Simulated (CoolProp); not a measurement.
Propylene along the isotherm 315.4 K: density (kg/m³) from the reference equation and from simpler models built on Tc = 364.2 K, pc = 45.55 bar, ω = 0.146; each cubic takes its own stable root.

Values from CoolProp's reference Helmholtz-energy equation of state, Lemmon 2013.

| p (bar) | phase | reference | van der Waals | Soave-Redlich-Kwong |
|---|---|---|---|---|
| 25.3 | liquid | 478.1 | 297.9 | ? |
| 50.6 | liquid | ? | 319.9 | 444.6 |
| 75.9 | liquid | ? | 333.8 | ? |
| 101 | liquid | 505.8 | ? | 469.5 |
| 127 | liquid | 512.8 | 352.5 | 479.5 |
| 152 | liquid | 518.9 | 359.4 | ? |
| 177 | liquid | 524.4 | 365.3 | ? |
| 202 | liquid | ? | 370.5 | 502.2 |
| 228 | liquid | 534.4 | 375.3 | 508.7 |

Question: Some entries are withheld; supply them.

Answer: 
- 25.3, Soave-Redlich-Kwong: 427.3
- 50.6, reference: 489.1
- 75.9, reference: 498.1
- 75.9, Soave-Redlich-Kwong: 458.2
- 101, van der Waals: 344.0
- 152, Soave-Redlich-Kwong: 487.9
- 177, Soave-Redlich-Kwong: 495.4
- 202, reference: 529.5
